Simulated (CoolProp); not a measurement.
Saturation properties of R1123.

Computed with CoolProp (reference Helmholtz-energy equation of state, Akasaka 2020).

```csv
T (K),p (MPa),liquid density (kg/m³),vapour density (kg/m³)
200.6,0.05434,1379,2.736
208.8,0.08605,1354,4.202
217.1,0.1315,1328,6.247
225.4,0.1937,1302,8.995
233.6,0.2754,1274,12.55
241.9,0.3827,1246,17.19
250.2,0.5188,1215,23.08
258.4,0.6862,1184,30.39
266.7,0.8939,1151,39.62
275,1.145,1115,51.14
283.3,1.445,1076,65.51
291.5,1.795,1035,83.36
299.8,2.210,987.9,106.4
```

It boils at 211.9 K under 1 atm.
